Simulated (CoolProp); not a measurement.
Vapour-liquid equilibrium of R22 (1) + R134a (2) at -17.35 °C; x and y are mole fractions of (1).

The numbers come from the multi-fluid Helmholtz-energy mixture model, Kamei 1995 and Tillner-Roth 1994; pair parameters Bell 2016 in CoolProp.

| x | bubble pressure (MPa) | y at the bubble point | dew pressure at overall composition x (MPa) | liquid density (mol/L) |
|---|---|---|---|---|
| 0.05 | 0.1567 | 0.096 | 0.1528 | 13.32 |
| 0.15 | 0.1720 | 0.256 | 0.1616 | 13.51 |
| 0.25 | 0.1861 | 0.386 | 0.1714 | 13.70 |
| 0.35 | 0.1992 | 0.496 | 0.1820 | 13.91 |
| 0.45 | 0.2116 | 0.592 | 0.1936 | 14.12 |
| 0.55 | 0.2234 | 0.678 | 0.2061 | 14.34 |
| 0.65 | 0.2347 | 0.756 | 0.2196 | 14.57 |
| 0.75 | 0.2456 | 0.830 | 0.2338 | 14.82 |
| 0.85 | 0.2561 | 0.899 | 0.2486 | 15.07 |
| 0.95 | 0.2663 | 0.967 | 0.2638 | 15.34 |

No azeotrope shows between x = 0.05 and 0.95.

Pair parameters are fitted to limited data, so mixtures are less certain than the pure fluids.
